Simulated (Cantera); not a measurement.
## Thermodynamics of fluorocarbon and chlorocarbon gases, feed CCl4 + HCl + H2

Feed: 1 mol CCl4, 0.17 mol HCl, 0.69 mol H2, held at 47.0 Pa.

Cantera equilibrium calculation (NASA polynomials, part measured and part estimated; ideal gas, pure solids and liquids). Candidate condensed phases: C, C6H6, C7H8, C8H18; 91 gas species. The tables' values for CCl are old estimates; treat these amounts as uncertain. Rates play no part.

```
T (K)   x Cl     x HCl      x H       x C      x C3      x H2      x C2  n C(graphite)
-----  -----  --------  -------  --------  --------  --------  --------  -------------
2098   0.636     0.353  0.00822   4.85e-7   5.87e-7   0.00336   5.04e-8          1.000
2198   0.649     0.319   0.0236   3.14e-6   4.94e-6   0.00846   4.31e-7          1.000
2298   0.670     0.260   0.0546   1.72e-5   3.43e-5    0.0153   3.04e-6          0.999
2398   0.693     0.186    0.101   8.20e-5  0.000202    0.0194   1.82e-5          0.995
2498   0.709     0.117    0.154  0.000344   0.00103    0.0179   9.44e-5          0.978
2598   0.716    0.0658    0.199   0.00129   0.00458    0.0128  0.000430          0.909
2698   0.708    0.0339    0.226   0.00440    0.0182   0.00753   0.00175          0.636
2798   0.680    0.0164    0.234    0.0123    0.0469   0.00389   0.00512              0
2898   0.676   0.00857    0.241    0.0228    0.0416   0.00209   0.00716              0
2998   0.668   0.00455    0.243    0.0396    0.0340   0.00113   0.00923              0
3098   0.657   0.00246    0.241    0.0631    0.0244  0.000613    0.0106              0
3198   0.645   0.00137    0.238    0.0908    0.0143  0.000341    0.0105              0
3298   0.634  0.000790    0.235     0.116   0.00642  0.000196   0.00848              0
```
x: gas mole fraction; n: condensed amount in mol.

From 2098 K to 2698 K the condensed part is C(graphite). From 2798 K to 3298 K nothing is condensed. The main C-bearing gas is C2H2 (acetylene) at 2098 K and C at 3298 K.
